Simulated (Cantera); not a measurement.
Feed: 1 mol Ta, a varied amount of H2O, 340 mol H2, held at 1848.15 K and 310000 Pa.

These are equilibrium values from Cantera (NASA tables, ideal gas, pure condensed phases), not measurements of a reactor. Candidate condensed phases: H2O, Ta, Ta2O5; 12 gas species. Mutual solubility and eutectic melting of coexisting phases are not modelled. Condensed phases not in the tables: N, O or C dissolved in the metal. Kinetics and transport are ignored.

x: gas mole fraction; n: condensed amount in mol.

```
n(H2O) (mol)   x H2     x H2O       x H     x OH  n Ta(s)  n Ta2O5(s)
------------  -----  --------  --------  -------  -------  ----------
0.058         1.000  0.000171  0.000301  3.78e-9     1.00           0
0.091         0.999  0.000268  0.000301  5.94e-9    1.000           0
0.14          0.999  0.000412  0.000301  9.13e-9    1.000           0
0.23          0.999  0.000676  0.000301  1.50e-8    1.000           0
0.36          0.999  0.000889  0.000301  1.97e-8    0.977         ___
0.56          0.999  0.000889  0.000301  1.97e-8    0.897      0.0515
0.88          0.999  0.000889  0.000301  1.97e-8      ___         ___
1.4           0.999  0.000889  0.000301  1.97e-8    0.561       0.219
2.2           0.999  0.000889  0.000301  1.97e-8    0.242       0.379
3.4           0.997   0.00262  0.000301  5.82e-8        0       0.500
5.4           0.991   0.00839  0.000300  1.87e-7        0       0.500
```

Complete the blanks.


- 0.36, n Ta2O5(s): 0.0115
- 0.88, n Ta(s): 0.769
- 0.88, n Ta2O5(s): 0.115
